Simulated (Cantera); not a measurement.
Thermodynamics of boron, boron nitride and boron oxide, feed B2O3 + H2O + H2

Charge: 1 mol B2O3, a varied amount of H2O, 12 mol H2, held at 1973.15 K and 0.220 bar.

Equilibrium computed with Cantera from the NASA thermochemical tables; the gas is ideal and each condensed phase is pure. Candidate condensed phases: B, B2O3, B3O3H3, H2O; 23 gas species. The numbers say what is thermodynamically allowed, not how fast it happens.

```tsv
n(H2O) (mol)	x H2	x H2O	x HBO2	x B2O3	x HBO	x H	x B2O2
0.67	0.858	0.0207	0.0744	0.0268	0.0156	0.00267	0.000806
0.89	0.848	0.0293	0.0830	0.0235	0.0121	0.00265	0.000493
1.2	0.833	0.0434	0.0918	0.0194	0.00891	0.00263	0.000271
1.6	0.813	0.0634	0.0989	0.0154	0.00640	0.00260	0.000143
2.1	0.788	0.0896	0.103	0.0119	0.00459	0.00256	7.60e-5
2.8	0.754	0.126	0.105	0.00881	0.00319	0.00250	3.82e-5
3.8	0.710	0.175	0.104	0.00621	0.00214	0.00243	1.82e-5
5	0.663	0.228	0.100	0.00443	0.00148	0.00235	9.35e-6
6.7	0.606	0.293	0.0942	0.00303	0.000986	0.00224	4.55e-6
9	0.543	0.366	0.0860	0.00202	0.000646	0.00212	2.18e-6
12	0.478	0.441	0.0768	0.00134	0.000421	0.00199	1.05e-6
```
x: gas mole fraction; nothing condenses.

From 0.67 mol H2O to 12 mol H2O nothing is condensed. The main B-bearing gas is HBO2 throughout.
